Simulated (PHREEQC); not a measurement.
Solution (30 °C): 0.0068 mol KOH, 5.6e-05 mol K2SO4, 0.034 mol CuSO4 and 0.0024 mol KHCO3 per kg of water. Closed to the air; pH follows from the charge balance.

Computed with PHREEQC (ion-association model, wateq4f.dat).

The ionic strength comes out as 0.0867 mol/kgw. What activity coefficients do KSO4-, Cu2(OH)2+2, Cu+2, HSO4-, HCO3- get?

KSO4- 0.80, Cu2(OH)2+2 0.38, Cu+2 0.41, HSO4- 0.79, HCO3- 0.80.

No solid was allowed to form. Saturation is exceeded, for instance for Malachite, Brochantite; the values hold only as long as no solid forms.
